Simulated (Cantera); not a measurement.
An adiabatic, constant-pressure homogeneous reactor starts with CH₄ : O₂ : N₂ = 1 : 4.55 : 17.1 (molar parts), equivalence ratio 0.44, at 1175 K and 6680 Torr.

Computed with Cantera and GRI-Mech 3.0 (53 species, 325 reactions).

x: mole fraction; the columns are a selection and need not sum to one.

```tsv
t (s)	T (K)	x CH₄	x O₂	x O	x CO	x CH₃
6.00e-6	1175	0.0442	0.201	5.88e-12	<1e-12	1.37e-8
2.14e-5	1175	0.0442	0.201	2.13e-11	2.22e-12	5.08e-8
7.63e-5	1175	0.0441	0.201	9.10e-11	1.15e-10	2.13e-7
0.000272	1175	0.0441	0.201	5.86e-10	[?]	1.26e-6
0.000971	1175	0.0441	0.201	2.53e-9	[?]	4.35e-6
0.00346	1179	0.0434	0.200	1.57e-8	[?]	1.16e-5
0.0124	2109	<1e-12	0.112	0.000167	0.000139	<1e-12
0.0441	2107	<1e-12	0.112	0.000165	0.000137	<1e-12
0.157	2102	<1e-12	0.111	0.000158	0.000133	<1e-12
0.561	2095	<1e-12	0.109	0.000150	0.000127	<1e-12
2.00	2094	<1e-12	0.109	0.000148	0.000126	<1e-12
```

Question: Some entries are withheld; supply them.

Answer: 
- 0.000272, x CO: 8.90e-9
- 0.000971, x CO: 1.08e-6
- 0.00346, x CO: 9.63e-5
